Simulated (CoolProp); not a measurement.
Properties of R236EA along the isotherm 70.45 °C.

Model: reference Helmholtz-energy equation of state, Rui 2013, in CoolProp.

```tsv
p (bar)	phase	Z	isothermal compressibility (1/MPa)	Prandtl number
0.054	gas	0.9989	185.4	0.654
0.0911	gas	0.9982	110.0	0.654
0.154	gas	0.9970	65.13	0.655
0.259	gas	0.9949	38.81	0.655
0.438	gas	0.9914	23.03	0.656
0.739	gas	0.9854	13.73	0.657
1.25	gas	0.9751	8.209	0.659
2.1	gas	0.9575	4.982	0.664
3.55	gas	0.9260	3.059	0.673
5.99	gas	0.8679	1.963	0.695
10.1	liquid	0.04246	0.007053	4.51
17.1	liquid	0.07154	0.006654	4.53
```

Viscosity comes from a separate model (Huber 2003), an estimate that may be off by 10 % or more. Thermal conductivity comes from a separate model (Huber 2003), an estimate that may be off by 10 % or more.
